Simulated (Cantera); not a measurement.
# Carbothermic reduction: Fe3O4 + CO + H2

Charge: 1 mol Fe3O4, a varied amount of CO, 0.17 mol H2, held at 2325 K and 338 Torr.

Cantera equilibrium calculation (NASA polynomials, part measured and part estimated; ideal gas, pure solids and liquids). Candidate condensed phases: C, C6H6, C7H8, C8H18, Fe, Fe(CO)5, FeO, Fe(OH)2, Fe(OH)3, Fe2O3, Fe3O4, H2O; 114 gas species. The tables' stoichiometric FeO is somewhat more stable than real wüstite, so its field is too wide. FeO: taken at fixed stoichiometry. Kinetics and transport are ignored.

From 2.4 mol CO to 12 mol CO the condensed part is FeO(l). The main Fe-bearing gas is Fe throughout. The share of Fe in condensed phases is highest at 2.4 mol CO (99.7 %) and lowest at 12 mol CO (93.7 %).

| n(CO) (mol) | log p CO | log p CO2 | log p H2O | log p H2 | log p Fe | n FeO(l) |
|---|---|---|---|---|---|---|
| 2.4 | -0.58 | -0.82 | -1.66 | -2.17 | -2.92 | 2.99 |
| 3.2 | -0.51 | -0.92 | -1.82 | -2.17 | -2.75 | 2.99 |
| 4 | -0.48 | -1.01 | -1.96 | -2.18 | -2.63 | 2.98 |
| 4.7 | -0.46 | -1.07 | -2.06 | -2.20 | -2.55 | 2.97 |
| 5.5 | -0.45 | -1.13 | -2.16 | -2.23 | -2.48 | 2.96 |
| 6.3 | -0.44 | -1.18 | -2.24 | -2.26 | -2.42 | 2.94 |
| 7.1 | -0.43 | -1.22 | -2.32 | -2.29 | -2.37 | 2.93 |
| 7.9 | -0.42 | -1.25 | -2.39 | -2.31 | -2.32 | 2.91 |
| 8.7 | -0.42 | -1.29 | -2.46 | -2.34 | -2.28 | 2.89 |
| 9.5 | -0.41 | -1.32 | -2.51 | -2.36 | -2.25 | 2.87 |
| 10 | -0.41 | -1.33 | -2.55 | -2.38 | -2.23 | 2.86 |
| 11 | -0.41 | -1.36 | -2.61 | -2.41 | -2.20 | 2.84 |
| 12 | -0.40 | -1.39 | -2.67 | -2.44 | -2.17 | 2.81 |
log p: log10 of the partial pressure in bar; n: condensed amount in mol.
